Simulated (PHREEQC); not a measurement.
Buffer with nickel, zinc or cadmium bath: an equilibrium model

Solution A (0.03 mol NaHSO4 and 0.0011 mol Na2B4O7 per kg of water) is mixed with solution B (3.6 mmol/kgw NiCl2, 0.044 mmol/kgw KCl and 0.31 mmol/kgw FeSO4) at 20 °C; shares are by mass of water, 1 kg in all. The system is closed to oxygen. The system is closed to CO2. Only these solids could form: Ni(OH)2, Ni4(OH)6SO4, Halite, Mirabilite, Melanterite, Morenosite.

Computed with PHREEQC (ion-association model, wateq4f.dat).

### Question
Predict pH, Fe+2 (mol/kgw) at share of solution B = 0, 0.1, 0.3, 0.7, 0.9.

### Answer
| share of solution B | pH | Fe+2 (mol/kgw) |
|---|---|---|
| 0 | 1.86 | 0 |
| 0.1 | 1.89 | 1.96e-5 |
| 0.3 | 1.97 | 6.14e-5 |
| 0.7 | 2.25 | 0.000164 |
| 0.9 | 2.66 | 0.000242 |
